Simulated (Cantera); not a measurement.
Standard-state values (1 bar) from the NASA 1993 polynomials, evaluated with Cantera. Values are per mole of reaction as written; species without (g) are pure solids or liquids, kept so even where they would boil at 1 bar.

Task: Between 300 and 573 K, where is each reaction favourable under standard conditions?
- 5 N2(g) + P4O10 → P4(g) + 10 NO(g)

Result: 
- 5 N2(g) + P4O10 → P4(g) + 10 NO(g): ΔG° is 3621 kJ at 300 K and 3296 kJ at 573 K; it stays positive (K < 1). ΔH° is 3970 kJ and ΔS° 1175 J/K at 573 K.
